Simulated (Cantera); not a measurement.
A Cantera script and what it prints.

```python
import numpy as np
import cantera as ct

gas_names = [...]  # 123 gases of nasa_gas.yaml made of C, H, O, Si
cond_names = """
    C(gr) C6H6(L) C7H8(L) C8H18(L),n-octa H2O(s) H2O(L) Si(cr) Si(L) SiC(b) SiO2(Lqz) SiO2(hqz) SiO2(L)
""".split()


# ... load() reads the species with a 1 bar reference pressure and builds the phases ...
atoms = {
    'SiC': {'Si': 1, 'C': 1},
    'CO2': {'C': 1, 'O': 2},
    'H2': {'H': 2},
}
top_T = {'C(gr)': 4500, 'SiC(b)': 3050}  # K; cautious upper limits of use, not melting points


# ... equilibrate(T, P, feed) seeds the gas with the atoms and calls Mixture.equilibrate('TP', solver="vcs", rtol=1e-11, max_steps=5000) ...
results = []
feed = {'SiC': 1, 'CO2': 0.27, 'H2': 280}  # mol
T = 2098.15  # K
P = 1000  # Pa
mix = equilibrate(T, P, feed)
results.append((T, P, feed, dict(zip(mix.species_names, mix.species_moles))))
print(gas.report(threshold=0.001))
for i in range(1, mix.n_phases):
    print(f"{mix.phase(i).name:16s} {mix.phase_moles(i):12.5e} mol")
```

Output:

```
       temperature   2098.2 K
          pressure   1000 Pa
           density   0.00012045 kg/m^3
  mean mol. weight   2.1013 kg/kmol
   phase of matter   gas

                          1 kg             1 kmol
                     ---------------   ---------------
          enthalpy        3.0061e+07        6.3166e+07  J
   internal energy        2.1759e+07        4.5721e+07  J
           entropy        1.0898e+05        2.2901e+05  J/K
    Gibbs function        -1.986e+08       -4.1733e+08  J
 heat capacity c_p             16235             34114  J/K
 heat capacity c_v             12278             25799  J/K

                      mass frac. Y      mole frac. X     chem. pot. / RT
                     ---------------   ---------------   ---------------
                CO          0.024442         0.0018336            -45.11
                 H          0.014518          0.030265           -12.137
                H2           0.92624           0.96543           -24.275
                Si          0.022512         0.0016843           -8.2069
     [ +119 minor]          0.012284        0.00078457

C(gr)             0.00000e+00 mol
Si(L)             0.00000e+00 mol
SiC(b)            4.18611e-01 mol
SiO2(L)           0.00000e+00 mol
```

Equilibrium computed with Cantera from the NASA thermochemical tables; the gas is ideal and each condensed phase is pure. Gases not in the tables: Si2H6 and higher silanes.
